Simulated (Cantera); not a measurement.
Cantera run:

```python
import numpy as np
import cantera as ct

gas_names = """
    B BF BF2 BF3 BN B2 F F2 N NF NF2 NF3 N2
""".split()
cond_names = """
    B(b) B(L) BN(s)
""".split()


# ... load() reads the species with a 1 bar reference pressure and builds the phases ...
atoms = {
    'BN': {'B': 1, 'N': 1},
    'F2': {'F': 2},
}
top_T = {'BN(s)': 3200}  # K; cautious upper limits of use, not melting points


# ... equilibrate(T, P, feed) seeds the gas with the atoms and calls Mixture.equilibrate('TP', solver="vcs", rtol=1e-11, max_steps=5000) ...
results = []
T = 2073  # K
P = 1000  # Pa
for m in [2.2, 2.8, 3.5, 4.4, 5.4, 6.8, 8.5, 11, 13]:
    feed = {'BN': 1, 'F2': m}  # mol
    mix = equilibrate(T, P, feed)
    results.append((T, P, feed, dict(zip(mix.species_names, mix.species_moles))))
    x = sorted(zip(gas.X, gas.species_names), reverse=True)
    print(f"T = {T:g} K  P = {P:g} Pa  n(F2) = {m:g} mol  gas = {mix.phase_moles(0):.4g} mol")
    print("   x: " + "  ".join(f"{s} {v:.3e}" for v, s in x if v > 0.001))
    print("   condensed (mol): " + ("  ".join(f"{mix.phase(i).name} {mix.phase_moles(i):.4g}"
          for i in range(1, mix.n_phases) if mix.phase_moles(i) > 1e-12) or "none"))
```

It prints:

```
T = 2073 K  P = 1000 Pa  n(F2) = 2.2 mol  gas = 2.9 mol
   x: F 4.827e-01  BF3 3.448e-01  N2 1.724e-01
   condensed (mol): none
T = 2073 K  P = 1000 Pa  n(F2) = 2.8 mol  gas = 4.1 mol
   x: F 6.341e-01  BF3 2.439e-01  N2 1.220e-01
   condensed (mol): none
T = 2073 K  P = 1000 Pa  n(F2) = 3.5 mol  gas = 5.5 mol
   x: F 7.273e-01  BF3 1.818e-01  N2 9.091e-02
   condensed (mol): none
T = 2073 K  P = 1000 Pa  n(F2) = 4.4 mol  gas = 7.3 mol
   x: F 7.945e-01  BF3 1.370e-01  N2 6.849e-02
   condensed (mol): none
T = 2073 K  P = 1000 Pa  n(F2) = 5.4 mol  gas = 9.3 mol
   x: F 8.387e-01  BF3 1.075e-01  N2 5.376e-02
   condensed (mol): none
T = 2073 K  P = 1000 Pa  n(F2) = 6.8 mol  gas = 12.1 mol
   x: F 8.760e-01  BF3 8.265e-02  N2 4.132e-02
   condensed (mol): none
T = 2073 K  P = 1000 Pa  n(F2) = 8.5 mol  gas = 15.5 mol
   x: F 9.032e-01  BF3 6.452e-02  N2 3.226e-02
   condensed (mol): none
T = 2073 K  P = 1000 Pa  n(F2) = 11 mol  gas = 20.5 mol
   x: F 9.268e-01  BF3 4.878e-02  N2 2.439e-02
   condensed (mol): none
T = 2073 K  P = 1000 Pa  n(F2) = 13 mol  gas = 24.5 mol
   x: F 9.387e-01  BF3 4.082e-02  N2 2.041e-02
   condensed (mol): none
```

These are equilibrium values from Cantera (NASA tables, ideal gas, pure condensed phases), not measurements of a reactor.
